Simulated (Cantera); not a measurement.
A closed system holds: 1 mol CH₃F, equilibrated at 3050 °C.

These are equilibrium values from Cantera (NASA tables, ideal gas, pure condensed phases), not measurements of a reactor. Candidate condensed phases: C, C₆H₆, C₇H₈, C₈H₁₈; 95 gas species. Rates play no part.

At 320 Pa, list the 7 most abundant gas species with their mole fractions, and the condensed phases.

H 0.605, HF 0.136, F 0.111, C 0.0699, C₃ 0.0453, C₂ 0.0178, H₂ 0.00780. Condensed: gas only.
